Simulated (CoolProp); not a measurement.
A single-stage vapour-compression cycle with CH3F (R41): evaporating at 195.15 K (dew point), condensing at 254.15 K (bubble point), superheat 0 K, subcooling 8 K, compressor efficiency 0.7, no pressure losses. Each further row changes one setting.

Model: reference Helmholtz-energy equation of state, Lemmon 2006, in CoolProp. It is a short technical equation, of lower accuracy than the large ones.

```json
[
 {"case": "as stated", "cooling COP": "1.78", "pressure ratio": "11.4", "discharge temperature (K)": "389.8", "refrigerating effect (kJ/kg)": "377", "volumetric capacity (kJ/m³)": "854"},
 {"case": "evaporating temperature 200.15 K", "cooling COP": "2.06", "pressure ratio": "___", "discharge temperature (K)": "___", "refrigerating effect (kJ/kg)": "381", "volumetric capacity (kJ/m³)": "___"},
 {"case": "condensing temperature 249.15 K", "cooling COP": "2.00", "pressure ratio": "___", "discharge temperature (K)": "375.1", "refrigerating effect (kJ/kg)": "389", "volumetric capacity (kJ/m³)": "880"},
 {"case": "subcooling 13 K", "cooling COP": "1.84", "pressure ratio": "11.4", "discharge temperature (K)": "389.8", "refrigerating effect (kJ/kg)": "___", "volumetric capacity (kJ/m³)": "880"},
 {"case": "superheat 10 K", "cooling COP": "1.74", "pressure ratio": "11.4", "discharge temperature (K)": "407.8", "refrigerating effect (kJ/kg)": "389", "volumetric capacity (kJ/m³)": "831"},
 {"case": "compressor efficiency 0.6", "cooling COP": "1.53", "pressure ratio": "11.4", "discharge temperature (K)": "___", "refrigerating effect (kJ/kg)": "377", "volumetric capacity (kJ/m³)": "854"}
]
```

Problem. What belongs in the gaps?

Solution. 
- evaporating temperature 200.15 K, pressure ratio: 8.70
- evaporating temperature 200.15 K, discharge temperature (K): 372.5
- evaporating temperature 200.15 K, volumetric capacity (kJ/m³): 1110
- condensing temperature 249.15 K, pressure ratio: 9.69
- subcooling 13 K, refrigerating effect (kJ/kg): 388
- compressor efficiency 0.6, discharge temperature (K): 415.6
